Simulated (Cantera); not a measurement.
## Si3H8 + N2 + CH4 (silicon epitaxy and polysilicon growth)

A closed system holds: 1 mol Si3H8, 260 mol N2, 0.034 mol CH4, held at 0.420 bar.

Equilibrium computed with Cantera from the NASA thermochemical tables; the gas is ideal and each condensed phase is pure. Candidate condensed phases: C, C6H6, C7H8, C8H18, Si, SiC, Si3N4; 105 gas species. The feed counts by its element totals alone. N2 is the only nitrogen source here; it is nearly inert below about 1500 K, so the nitride shown seldom forms there in practice. The numbers say what is thermodynamically allowed, not how fast it happens.

From 973 K to 1473 K the condensed part is C(graphite) + Si3N4(s). From 1573 K to 1773 K the condensed part is Si3N4(s).

```json
[
 {"T (K)": "973", "x N2": "0.984", "x H2": "0.0155", "x HCN": "4.11e-7", "x H": "2.08e-10", "x CH4": "1.30e-5", "x HNC": "4.96e-10", "n C(graphite)": "0.0305", "n Si3N4(s)": "1.00"},
 {"T (K)": "1073", "x N2": "0.984", "x H2": "0.0155", "x HCN": "1.91e-6", "x H": "2.69e-9", "x CH4": "4.64e-6", "x HNC": "4.63e-9", "n C(graphite)": "0.0323", "n Si3N4(s)": "1.00"},
 {"T (K)": "1173", "x N2": "0.984", "x H2": "0.0155", "x HCN": "6.78e-6", "x H": "2.27e-8", "x CH4": "1.97e-6", "x HNC": "2.94e-8", "n C(graphite)": "0.0317", "n Si3N4(s)": "1.00"},
 {"T (K)": "1273", "x N2": "0.984", "x H2": "0.0155", "x HCN": "1.97e-5", "x H": "1.37e-7", "x CH4": "9.49e-7", "x HNC": "1.40e-7", "n C(graphite)": "0.0285", "n Si3N4(s)": "1.00"},
 {"T (K)": "1373", "x N2": "0.984", "x H2": "0.0155", "x HCN": "4.90e-5", "x H": "6.40e-7", "x CH4": "5.08e-7", "x HNC": "5.27e-7", "n C(graphite)": "0.0209", "n Si3N4(s)": "1.00"},
 {"T (K)": "1473", "x N2": "0.984", "x H2": "0.0155", "x HCN": "0.000107", "x H": "2.43e-6", "x CH4": "2.95e-7", "x HNC": "1.66e-6", "n C(graphite)": "0.00527", "n Si3N4(s)": "1.00"},
 {"T (K)": "1573", "x N2": "0.984", "x H2": "0.0155", "x HCN": "0.000127", "x H": "7.80e-6", "x CH4": "1.09e-7", "x HNC": "2.68e-6", "n C(graphite)": "0", "n Si3N4(s)": "1.00"},
 {"T (K)": "1673", "x N2": "0.984", "x H2": "0.0154", "x HCN": "0.000126", "x H": "2.18e-5", "x CH4": "3.94e-8", "x HNC": "3.52e-6", "n C(graphite)": "0", "n Si3N4(s)": "1.000"},
 {"T (K)": "1773", "x N2": "0.984", "x H2": "0.0154", "x HCN": "0.000125", "x H": "5.45e-5", "x CH4": "1.59e-8", "x HNC": "4.46e-6", "n C(graphite)": "0", "n Si3N4(s)": "1.000"}
]
```
x: gas mole fraction; n: condensed amount in mol.
